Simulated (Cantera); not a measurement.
Feed: 1 mol SiCl4, 1.7 mol O3, 13 mol H2, 7.1 mol O2, at 0.120 Torr.

Cantera equilibrium calculation (NASA polynomials, part measured and part estimated; ideal gas, pure solids and liquids). Candidate condensed phases: H2O, Si, SiO2; 30 gas species. The tables hold silica as quartz up to 1696 K and as liquid above; real silica turns to tridymite and cristobalite and melts near 1996 K. The numbers say what is thermodynamically allowed, not how fast it happens. All values below are at 1202 °C.

Base state: H2O 0.610, HCl 0.206, O2 0.169, Cl 0.0136, OH 0.00130, H2 0.000158, O 9.33e-5, H 1.29e-5 (mole fractions); condensed: SiO2(β-quartz).

Question: What changes in the equilibrium state with this change: O2 from 7.1 to 2.8 mol?

Answer: 
| species | before | after |
|---|---|---|
| H2O | 0.610 | 0.580 |
| HCl | 0.206 | 0.266 |
| H2 | 0.000158 | 0.153 |
| O2 | 0.169 | 1.62e-7 |
| Cl | 0.0136 | 0.000564 |
| O | 9.33e-5 | 9.13e-8 |
| Cl2 | 1.22e-5 | 2.10e-8 |
| OH | 0.00130 | 3.98e-5 |
| H | 1.29e-5 | 0.000402 |
| SiO2(β-quartz), mol | 1.00 | 1.000 |
